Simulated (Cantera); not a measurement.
What does this Cantera script print?

```python
import numpy as np
import cantera as ct

gas_names = """
    C CH CH2 CH3 CH2OH CH3O CH4 CH3OH CO CO2 COOH C2 C2H CHCO,ketyl C2H2,acetylene C2H2,vinylidene
    CH2CO,ketene C2H3,vinyl CH3CO,acetyl C2H4 C2H4O,ethylen CH3CHO,ethanal CH3COOH (HCOOH)2 C2H5 C2H6
    CH3OCH3 C2H5OH C2O C3 C3H3,propargyl C3H4,allene C3H4,propyne C3H4,cyclo- C3H5,allyl C3H6,propylene
    C3H6,cyclo- C3H6O C3H7,n-propyl C3H7,i-propyl C3H8 C3H8O,1propanol C3H8O,2propanol C3O2 C4 C4H2
    C4H4,1,3-cyclo- C4H6,butadiene C4H6,2-butyne C4H6,cyclo- C4H8,1-butene C4H8,cis2-buten
    C4H8,tr2-butene C4H8,isobutene C4H8,cyclo- (CH3COOH)2 C4H9,n-butyl C4H9,i-butyl C4H9,s-butyl
    C4H9,t-butyl C4H10,isobutane C4H10,n-butane C5 C5H6,1,3cyclo- C5H8,cyclo- C5H10,1-pentene
    C5H10,cyclo- C5H11,pentyl C5H11,t-pentyl C5H12,n-pentane C5H12,i-pentane CH3C(CH3)2CH3 C6H2
    C6H5,phenyl C6H5O,phenoxy C6H6 C6H5OH,phenol C6H10,cyclo- C6H12,1-hexene C6H12,cyclo- C6H13,n-hexyl
    C7H7,benzyl C7H8 C7H8O,cresol C7H14,1-heptene C7H15,n-heptyl C7H16,n-heptane C8H8,styrene
    C8H10,ethylbenz C8H16,1-octene C8H17,n-octyl C8H18,isooctane C8H18,n-octane C9H19,n-nonyl
    C10H8,naphthale C10H21,n-decyl C12H9,o-bipheny C12H10,bipheny H HCO HO2 H2 HCHO,formaldehy HCOOH H2O
    H2O2 O OH O2 O3
""".split()
cond_names = """
    C(gr) C6H6(L) C7H8(L) C8H18(L),n-octa H2O(s) H2O(L)
""".split()


def load(file, names, dense=False):
    # The tables refer to 1 bar. Condensed volumes are neglected.
    table = {s.name: s for s in ct.Species.list_from_file(file)}
    out = []
    for n in names:
        d = dict(table[n].input_data)
        d["thermo"] = dict(d["thermo"], **{"reference-pressure": 1e5})
        if dense:
            d["equation-of-state"] = {"model": "constant-volume", "density": "1e6 g/cm^3"}
        out.append(ct.Species.from_dict(d))
    return out


gas = ct.Solution(thermo="ideal-gas", species=load("nasa_gas.yaml", gas_names))
cond = {s.name: ct.Solution(thermo="fixed-stoichiometry", species=[s], name=s.name)
        for s in load("nasa_condensed.yaml", cond_names, dense=True)}
atoms = {
    'CH4': {'C': 1, 'H': 4},
    'CO2': {'C': 1, 'O': 2},
    'H2': {'H': 2},
}
top_T = {'C(gr)': 4500}  # K; cautious upper limits of use, not melting points


def equilibrate(T, P, feed):
    n = {}
    for name, mol in feed.items():
        for a, k in atoms[name].items():
            n[a] = n.get(a, 0.0) + k * mol
    gas.TPX = T, P, n
    mass = sum(n.values()) * gas.mean_molecular_weight
    gas.equilibrate("TP")
    valid = [c for c in cond.values() if c.min_temp <= T <= top_T.get(c.name, c.max_temp)]
    mix = ct.Mixture([(gas, mass / gas.mean_molecular_weight)] + [(c, 0.0) for c in valid])
    mix.T, mix.P = T, P
    mix.equilibrate("TP", solver="vcs", rtol=1e-11, max_steps=5000)
    return mix


results = []
feed = {'CH4': 1, 'CO2': 1.4, 'H2': 9.5}  # mol
P = 101325  # Pa
for T in [1000, 1150, 1300, 1450, 1600, 1750, 1900, 2050, 2200, 2350, 2500, 2650]:
    mix = equilibrate(T, P, feed)
    results.append((T, P, feed, dict(zip(mix.species_names, mix.species_moles))))
    x = sorted(zip(gas.X, gas.species_names), reverse=True)
    print(f"T = {T:g} K  P = {P:g} Pa  gas = {mix.phase_moles(0):.4g} mol")
    print("   x: " + "  ".join(f"{s} {v:.3e}" for v, s in x if v > 1e-05))
    print("   condensed (mol): " + ("  ".join(f"{mix.phase(i).name} {mix.phase_moles(i):.4g}"
          for i in range(1, mix.n_phases) if mix.phase_moles(i) > 1e-12) or "none"))
```

Output:

```
T = 1000 K  P = 101325 Pa  gas = 12.88 mol
   x: H2 7.573e-01  CO 1.326e-01  H2O 5.642e-02  CH4 3.954e-02  CO2 1.418e-02
   condensed (mol): none
T = 1150 K  P = 101325 Pa  gas = 13.8 mol
   x: H2 7.985e-01  CO 1.656e-01  H2O 2.760e-02  CO2 4.815e-03  CH4 3.442e-03
   condensed (mol): none
T = 1300 K  P = 101325 Pa  gas = 13.89 mol
   x: H2 8.013e-01  CO 1.694e-01  H2O 2.593e-02  CO2 3.110e-03  CH4 2.474e-04
   condensed (mol): none
T = 1450 K  P = 101325 Pa  gas = 13.9 mol
   x: H2 8.009e-01  CO 1.703e-01  H2O 2.644e-02  CO2 2.364e-03  CH4 2.798e-05
   condensed (mol): none
T = 1600 K  P = 101325 Pa  gas = 13.9 mol
   x: H2 8.004e-01  CO 1.707e-01  H2O 2.687e-02  CO2 1.908e-03  H 4.832e-05
   condensed (mol): none
T = 1750 K  P = 101325 Pa  gas = 13.9 mol
   x: H2 8.000e-01  CO 1.710e-01  H2O 2.717e-02  CO2 1.605e-03  H 2.067e-04
   condensed (mol): none
T = 1900 K  P = 101325 Pa  gas = 13.9 mol
   x: H2 7.993e-01  CO 1.712e-01  H2O 2.737e-02  CO2 1.393e-03  H 7.048e-04
   condensed (mol): none
T = 2050 K  P = 101325 Pa  gas = 13.91 mol
   x: H2 7.980e-01  CO 1.712e-01  H2O 2.750e-02  H 2.013e-03  CO2 1.239e-03
   condensed (mol): none
T = 2200 K  P = 101325 Pa  gas = 13.93 mol
   x: H2 7.952e-01  CO 1.711e-01  H2O 2.756e-02  H 4.989e-03  CO2 1.123e-03  OH 2.413e-05
   condensed (mol): none
T = 2350 K  P = 101325 Pa  gas = 13.98 mol
   x: H2 7.897e-01  CO 1.707e-01  H2O 2.752e-02  H 1.101e-02  CO2 1.033e-03  OH 6.614e-05
   condensed (mol): none
T = 2500 K  P = 101325 Pa  gas = 14.06 mol
   x: H2 7.797e-01  CO 1.698e-01  H2O 2.733e-02  H 2.205e-02  CO2 9.602e-04  OH 1.602e-04
   condensed (mol): none
T = 2650 K  P = 101325 Pa  gas = 14.19 mol
   x: H2 7.629e-01  CO 1.682e-01  H 4.067e-02  H2O 2.692e-02  CO2 8.995e-04  OH 3.497e-04  O 1.197e-05
   condensed (mol): none
```

Cantera equilibrium calculation (NASA polynomials, part measured and part estimated; ideal gas, pure solids and liquids).
